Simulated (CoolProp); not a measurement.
Properties of carbon monoxide at several states.

The numbers come from the reference Helmholtz-energy equation of state, Lemmon 2006 in CoolProp. It is a short technical equation, of lower accuracy than the large ones.

| T (K) | p (bar) | phase | density (kg/m³) | Joule-Thomson coefficient (K/MPa) | expansivity (1/kK) |
|---|---|---|---|---|---|
| 179.9 | 0.119 | gas | 0.2229 | ? | 5.567 |
| 379.5 | 0.314 | gas | 0.2787 | 1.467 | 2.636 |
| 308.2 | 18.2 | gas | 19.97 | ? | 3.398 |
| 496.3 | 37.6 | supercritical | 25.14 | ? | 2.040 |
| 108.4 | 8.57 | gas | 32.24 | 16.65 | ? |
| 406.7 | 3.7 | gas | 3.062 | ? | 2.468 |

Complete the blanks.


- 179.9, Joule-Thomson coefficient (K/MPa): 6.359
- 308.2, Joule-Thomson coefficient (K/MPa): 2.212
- 496.3, Joule-Thomson coefficient (K/MPa): 0.4495
- 108.4, expansivity (1/kK): 16.66
- 406.7, Joule-Thomson coefficient (K/MPa): 1.189
